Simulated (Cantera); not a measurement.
A counterflow diffusion flame at 1130 Torr, nozzles 20 mm apart: fuel side 100 % H₂ at 450 K, oxidiser side 21.0 % O₂, 79.0 % N₂ at 725 K, fuel mass flux 0.3 times the oxidiser's; mixture-averaged transport, no radiation.

Detailed kinetics in Cantera: the H2/O2 subset of GRI-Mech 3.0, which has no nitrogen chemistry. The maximum strain rate includes the flame's own expansion and is several times the mean.

x: mole fraction; the columns are a selection and need not sum to one.

| oxidiser flux (kg/m²/s) | max strain (1/s) | mean strain (1/s) | T max (K) | peak x OH | peak x H | peak x H₂O | peak x HO₂ |
|---|---|---|---|---|---|---|---|
| 0.9 | 893 | 230 | 2627 | 0.0230 | 0.0162 | 0.274 | 3.37e-5 |
| 1.2 | 1180 | 306 | 2607 | 0.0235 | 0.0176 | 0.272 | 4.21e-5 |
| 1.5 | 1470 | 383 | 2579 | 0.0236 | 0.0186 | 0.271 | 4.92e-5 |
| 2 | 1940 | 510 | 2542 | 0.0238 | 0.0202 | 0.269 | 5.93e-5 |
| 2.5 | 2410 | 638 | 2506 | 0.0238 | 0.0217 | 0.267 | 6.77e-5 |
| 3.3 | 3180 | 842 | 2464 | 0.0239 | 0.0238 | 0.265 | 7.92e-5 |
| 4.3 | 4120 | 1100 | 2421 | 0.0239 | 0.0261 | 0.262 | 9.11e-5 |
| 5.6 | … | 1430 | 2374 | 0.0237 | … | 0.260 | … |
| 7.2 | … | 1840 | 2330 | 0.0236 | … | 0.258 | … |

Fill in the missing entries.


- 5.6, max strain (1/s): 5350
- 5.6, peak x H: 0.0284
- 5.6, peak x HO₂: 0.000104
- 7.2, max strain (1/s): 6840
- 7.2, peak x H: 0.0309
- 7.2, peak x HO₂: 0.000116
